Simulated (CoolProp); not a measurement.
Model: reference Helmholtz-energy equation of state, Span 2000, in CoolProp.

### Question
For nitrogen, give the phase and the Z, speed of sound (m/s), Joule-Thomson coefficient (K/MPa), expansivity (1/kK) at 88.3 K and 2.55 MPa.

### Answer
- 88.3 K and 2.55 MPa: liquid; Z 0.128, speed of sound 763, Joule-Thomson coefficient -0.275, expansivity 6.39
